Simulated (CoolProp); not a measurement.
Properties of dimethyl ether along the isobar 18.1 MPa (Tc = 400.4 K, pc = 5.337 MPa, ω = 0.196).

The numbers come from the reference Helmholtz-energy equation of state, Wu 2011 in CoolProp.

| T (K) | phase | Z | cp (kJ/(kg K)) | isothermal compressibility (1/MPa) | expansivity (1/kK) | fugacity coefficient |
|---|---|---|---|---|---|---|
| 210.5 | liquid | 0.5966 | 2.129 | 0.0008621 | 1.460 | 0.001371 |
| 230.6 | liquid | 0.5612 | [?] | 0.001037 | 1.529 | 0.004155 |
| 250.7 | liquid | 0.5328 | [?] | 0.001255 | 1.615 | 0.01018 |
| 270.8 | liquid | 0.5100 | 2.231 | 0.001533 | 1.719 | 0.02119 |
| 290.9 | liquid | 0.4921 | 2.284 | 0.001894 | [?] | 0.03889 |
| 311 | liquid | [?] | [?] | 0.002372 | 1.999 | 0.06456 |
| 331.1 | liquid | 0.4686 | 2.419 | 0.003022 | 2.189 | 0.09888 |
| 351.2 | liquid | 0.4627 | 2.502 | 0.003934 | 2.427 | 0.1418 |
| 371.3 | liquid | 0.4609 | 2.599 | 0.005258 | 2.734 | 0.1924 |
| 391.4 | liquid | 0.4637 | 2.710 | 0.007252 | 3.136 | [?] |
| 411.5 | supercritical | 0.4722 | 2.839 | 0.01034 | 3.662 | [?] |

What belongs in the gaps?


- 230.6, cp (kJ/(kg K)): 2.153
- 250.7, cp (kJ/(kg K)): 2.187
- 290.9, expansivity (1/kK): 1.845
- 311, Z: 0.4784
- 311, cp (kJ/(kg K)): 2.346
- 391.4, fugacity coefficient: 0.2494
- 411.5, fugacity coefficient: 0.3107
